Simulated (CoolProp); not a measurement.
CHF3 (R23) along the isotherm 325.2 K: fugacity coefficient from the reference equation and from simpler models built on Tc = 299.3 K, pc = 48.32 bar, ω = 0.263; each cubic takes its own stable root.

Computed with CoolProp (reference Helmholtz-energy equation of state, Penoncello 2003).

```csv
p (bar),phase,reference
17.3,gas,0.9050
34.5,gas,0.8145
51.8,supercritical,0.7269
69,supercritical,0.6423
86.3,supercritical,0.5634
104,supercritical,0.5003
121,supercritical,0.4552
138,supercritical,0.4208
155,supercritical,0.3941
173,supercritical,0.3717
190,supercritical,0.3547
207,supercritical,0.3409
224,supercritical,0.3296
242,supercritical,0.3197
```

Question: How far does each simpler model (van der Waals, Redlich-Kwong, Soave-Redlich-Kwong, Peng-Robinson) lie from the reference over these 14 states: mean and median of the absolute difference, and the worst?

Answer: 
- van der Waals: mean 7.6 %, median 5.9 %, worst +19.5 % at 325.2 K and 242 bar
- Redlich-Kwong: mean 3.1 %, median 2.7 %, worst +7.8 % at 325.2 K and 242 bar
- Soave-Redlich-Kwong: mean 8.0 %, median 8.5 %, worst +15.1 % at 325.2 K and 242 bar
- Peng-Robinson: mean 2.1 %, median 1.7 %, worst +4.3 % at 325.2 K and 242 bar
